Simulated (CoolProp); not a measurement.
Saturation properties of propylene.

The numbers come from the reference Helmholtz-energy equation of state, Lemmon 2013 in CoolProp.

```tsv
T (°C)	p (MPa)	liquid cp (kJ/(kg K))	vapour Z	surface tension (mN/m)	liquid viscosity (µPa s)	vapour viscosity (µPa s)
-20.45	0.3008	2.312	0.9228	12.9	147	7.13
-13.45	0.3823	2.352	0.9089	12.0	137	7.35
-6.55	0.4779	2.395	0.8937	11.1	128	7.58
0.45	0.5920	2.444	0.8767	10.1	120	7.83
7.35	0.7230	2.498	0.8584	9.21	112	8.10
14.25	0.8742	2.558	0.8384	8.32	105	8.39
21.25	1.050	2.628	0.8164	7.43	98.5	8.71
28.15	1.248	2.707	0.7927	6.56	92.2	9.07
35.15	1.475	2.803	0.7665	5.71	86.2	9.48
42.05	1.726	2.918	0.7384	4.88	80.5	9.94
49.05	2.012	3.065	0.7071	4.07	74.9	10.5
55.95	2.327	3.257	0.6730	3.29	69.5	11.1
62.85	2.677	3.529	0.6348	2.54	64.0	11.9
```

It boils at -47.6 °C under 1 atm.

Viscosity comes from a separate model (Huber 2003), an estimate that may be off by 10 % or more. Surface tension comes from a separate correlation (Mulero 2012).
